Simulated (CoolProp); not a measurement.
Carbon dioxide along the isotherm 176.85 °C: Z from the reference equation and from simpler models built on Tc = 31.0 °C, pc = 7377 kPa, ω = 0.224; each cubic takes its own stable root.

Values from CoolProp's reference Helmholtz-energy equation of state, Span 1996.

| p (kPa) | phase | reference |
|---|---|---|
| 922 | gas | 0.9894 |
| 1840 | gas | 0.9790 |
| 2770 | gas | 0.9685 |
| 3690 | gas | 0.9583 |
| 4610 | gas | 0.9483 |
| 5530 | gas | 0.9384 |
| 6460 | gas | 0.9287 |
| 7380 | supercritical | 0.9192 |
| 8300 | supercritical | 0.9099 |
| 9220 | supercritical | 0.9010 |
| 10100 | supercritical | 0.8926 |
| 11100 | supercritical | 0.8835 |

### Question
How far does each simpler model (Pitzer virial, van der Waals, Redlich-Kwong, Soave-Redlich-Kwong) lie from the reference over these 12 states: mean and median of the absolute difference, and the worst?

### Answer
- Pitzer virial: mean 0.2 %, median 0.1 %, worst -0.5 % at 176.85 °C and 11100 kPa
- van der Waals: mean 2.8 %, median 2.6 %, worst -5.9 % at 176.85 °C and 11100 kPa
- Redlich-Kwong: mean 1.5 %, median 1.5 %, worst -2.7 % at 176.85 °C and 11100 kPa
- Soave-Redlich-Kwong: mean 1.3 %, median 1.2 %, worst +2.8 % at 176.85 °C and 11100 kPa
